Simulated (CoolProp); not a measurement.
C2F6 (R116) along the isotherm 50.95 °C: Z from the reference equation and from simpler models built on Tc = 19.9 °C, pc = 3048 kPa, ω = 0.257; each cubic takes its own stable root.

Model: reference Helmholtz-energy equation of state, Lemmon 2006, in CoolProp. It is a short technical equation, of lower accuracy than the large ones.

```json
[
 {"p (kPa)": "190", "phase": "gas", "reference": "0.9852"},
 {"p (kPa)": "381", "phase": "gas", "reference": "0.9701"},
 {"p (kPa)": "571", "phase": "gas", "reference": "0.9547"},
 {"p (kPa)": "762", "phase": "gas", "reference": "0.9390"},
 {"p (kPa)": "952", "phase": "gas", "reference": "0.9230"},
 {"p (kPa)": "1140", "phase": "gas", "reference": "0.9068"},
 {"p (kPa)": "1330", "phase": "gas", "reference": "0.8901"},
 {"p (kPa)": "1520", "phase": "gas", "reference": "0.8730"}
]
```

Q: How far does each simpler model (van der Waals, Redlich-Kwong) lie from the reference over these 8 states: mean and median of the absolute difference, and the worst?

A: 
- van der Waals: mean 0.0 %, median 0.0 %, worst -0.1 % at 50.95 °C and 1520 kPa
- Redlich-Kwong: mean 0.6 %, median 0.6 %, worst -1.1 % at 50.95 °C and 1520 kPa
